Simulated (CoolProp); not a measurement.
Properties of isobutene along the isobar 3.75 MPa (Tc = 418.1 K, pc = 4.016 MPa, ω = 0.193).

The numbers come from the reference Helmholtz-energy equation of state, Lemmon 2005 in CoolProp. It is a short technical equation, of lower accuracy than the large ones.

```tsv
T (K)	phase	density (kg/m³)	cp (kJ/(kg K))	speed of sound (m/s)	fugacity coefficient
408.6	liquid	?	4.626	248.3	0.6334
428.8	gas	100.2	3.468	?	0.7104
449	gas	82.38	2.857	195.6	0.7540
469.2	gas	72.46	2.693	214.4	0.7885
489.4	gas	65.62	2.639	229.4	0.8169
509.6	gas	60.45	2.630	242.2	0.8407
529.8	gas	56.31	2.643	253.4	0.8609
550	gas	?	2.668	263.5	0.8783
```

### Question
Complete the blanks.

### Answer

- 408.6, density (kg/m³): 380.9
- 428.8, speed of sound (m/s): 169.1
- 550, density (kg/m³): 52.89
